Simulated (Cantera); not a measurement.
What does this Cantera script print?

```python
import numpy as np
import cantera as ct

gas_names = """
    C CN CO CO2 C2 CCN CNC C2N2 C2O C3 C3O2 C4 C4N2 C5 N NCO NO NO2 NO3 N2 N2O O O2 O3 Pb PbO Pb2
""".split()
cond_names = """
    C(gr) Pb(cr) Pb(L) PbO(rd) PbO(yw) PbO(L) PbO2(s) Pb3O4(s)
""".split()


# ... load() reads the species with a 1 bar reference pressure and builds the phases ...
atoms = {
    'Pb': {'Pb': 1},
    'CO': {'C': 1, 'O': 1},
    'N2': {'N': 2},
}
top_T = {'C(gr)': 4500, 'Pb3O4(s)': 820}  # K; cautious upper limits of use, not melting points


# ... equilibrate(T, P, feed) seeds the gas with the atoms and calls Mixture.equilibrate('TP', solver="vcs", rtol=1e-11, max_steps=5000) ...
results = []
feed = {'Pb': 1, 'CO': 2.1, 'N2': 6.4}  # mol
P = 1000  # Pa
for T in [725, 775, 825, 875, 925, 975, 1025, 1075, 1125, 1175, 1225, 1275, 1325, 1375]:
    mix = equilibrate(T, P, feed)
    results.append((T, P, feed, dict(zip(mix.species_names, mix.species_moles))))
    x = sorted(zip(gas.X, gas.species_names), reverse=True)
    print(f"T = {T:g} K  P = {P:g} Pa  gas = {mix.phase_moles(0):.4g} mol")
    print("   x: " + "  ".join(f"{s} {v:.3e}" for v, s in x if v > 0.0001))
    print("   condensed (mol): " + ("  ".join(f"{mix.phase(i).name} {mix.phase_moles(i):.4g}"
          for i in range(1, mix.n_phases) if mix.phase_moles(i) > 1e-12) or "none"))
```

Output:

```
T = 725 K  P = 1000 Pa  gas = 7.764 mol
   x: N2 8.243e-01  CO2 9.477e-02  CO 8.093e-02
   condensed (mol): C(gr) 0.7358  Pb(L) 1
T = 775 K  P = 1000 Pa  gas = 8.068 mol
   x: N2 7.932e-01  CO 1.532e-01  CO2 5.352e-02
   condensed (mol): C(gr) 0.4318  Pb(L) 1
T = 825 K  P = 1000 Pa  gas = 8.332 mol
   x: N2 7.681e-01  CO 2.117e-01  CO2 2.018e-02
   condensed (mol): C(gr) 0.1682  Pb(L) 0.9999
T = 875 K  P = 1000 Pa  gas = 8.45 mol
   x: N2 7.574e-01  CO 2.365e-01  CO2 6.015e-03
   condensed (mol): C(gr) 0.05082  Pb(L) 0.9994
T = 925 K  P = 1000 Pa  gas = 8.487 mol
   x: N2 7.541e-01  CO 2.439e-01  CO2 1.788e-03  Pb 2.672e-04
   condensed (mol): C(gr) 0.01517  Pb(L) 0.9977
T = 975 K  P = 1000 Pa  gas = 8.503 mol
   x: N2 7.527e-01  CO 2.458e-01  Pb 9.167e-04  CO2 5.804e-04
   condensed (mol): C(gr) 0.004935  Pb(L) 0.9922
T = 1025 K  P = 1000 Pa  gas = 8.522 mol
   x: N2 7.510e-01  CO 2.460e-01  Pb 2.781e-03  CO2 2.082e-04
   condensed (mol): C(gr) 0.001774  Pb(L) 0.9763
T = 1075 K  P = 1000 Pa  gas = 8.564 mol
   x: N2 7.473e-01  CO 2.450e-01  Pb 7.594e-03
   condensed (mol): C(gr) 0.0006989  Pb(L) 0.935
T = 1125 K  P = 1000 Pa  gas = 8.664 mol
   x: N2 7.387e-01  CO 2.423e-01  Pb 1.892e-02
   condensed (mol): C(gr) 0.0002974  Pb(L) 0.8361
T = 1175 K  P = 1000 Pa  gas = 8.887 mol
   x: N2 7.202e-01  CO 2.363e-01  Pb 4.354e-02
   condensed (mol): C(gr) 0.0001344  Pb(L) 0.613
T = 1225 K  P = 1000 Pa  gas = 9.376 mol
   x: N2 6.826e-01  CO 2.240e-01  Pb 9.345e-02
   condensed (mol): C(gr) 6.297e-05  Pb(L) 0.1237
T = 1275 K  P = 1000 Pa  gas = 9.5 mol
   x: N2 6.737e-01  CO 2.210e-01  Pb 1.053e-01
   condensed (mol): C(gr) 3.254e-05
T = 1325 K  P = 1000 Pa  gas = 9.5 mol
   x: N2 6.737e-01  CO 2.211e-01  Pb 1.053e-01
   condensed (mol): C(gr) 1.793e-05
T = 1375 K  P = 1000 Pa  gas = 9.5 mol
   x: N2 6.737e-01  CO 2.211e-01  Pb 1.053e-01
   condensed (mol): C(gr) 1.033e-05
```

Cantera equilibrium calculation (NASA polynomials, part measured and part estimated; ideal gas, pure solids and liquids).
